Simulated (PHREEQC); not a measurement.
Dissolve 0.07 mmol/kgw PbCl2 at 25 °C. Closed to the air; pH follows from the charge balance.

All values are PHREEQC results (ion-association model, phreeqc.dat), not measurements.

This is a speciation only: nothing precipitates in the calculation.

What pH does the model give?

pH 5.95.

In which forms is Pb present?

Pb+2 98 %, PbOH+ 1.6 %, PbCl+ 0.5 % of the Pb.

Species that the database lacks are ignored.
